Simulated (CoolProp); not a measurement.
Saturated liquid density (kg/m³) of the fluoroketone C6F12O (FK-5-1-12): the reference equation beside estimates from Tc = 441.8 K, pc = 1.869 MPa, ω = 0.471. Rackett uses Z = 0.29056 − 0.08775 ω.

Model: reference Helmholtz-energy equation of state, McLinden 2015, in CoolProp.

```csv
T (K),reference,Rackett,van der Waals,Redlich-Kwong,Soave-Redlich-Kwong,Peng-Robinson
350.9,1427,1562,834.5,1181,1287,1459
357.9,1401,1531,818.5,1153,1258,1427
364.9,1373,1499,801.9,1123,1226,1392
372,1344,1465,784.1,1091,1193,1354
379,1313,1430,765.7,1057,1157,1313
386,1281,…,746.1,1022,1119,1270
393,…,1353,725.3,984.9,1078,1223
400,1209,1310,702.9,944.9,1033,1171
407,1168,1264,678.5,901.5,984.0,1114
414,1122,1212,651.5,853.9,…,1049
421,1070,1153,620.9,800.4,866.2,975.5
```

Question: Complete the blanks.

Answer: 
- 386, Rackett: 1393
- 393, reference: 1246
- 414, Soave-Redlich-Kwong: 929.0

Absolute difference from the reference over all 11 rows, mean and median: Rackett 8.7 and 8.7 %, van der Waals 41.8 and 41.8 %, Redlich-Kwong 20.6 and 20.2 %, Soave-Redlich-Kwong 13.3 and 12.6 %, Peng-Robinson 2.9 and 1.9 %.
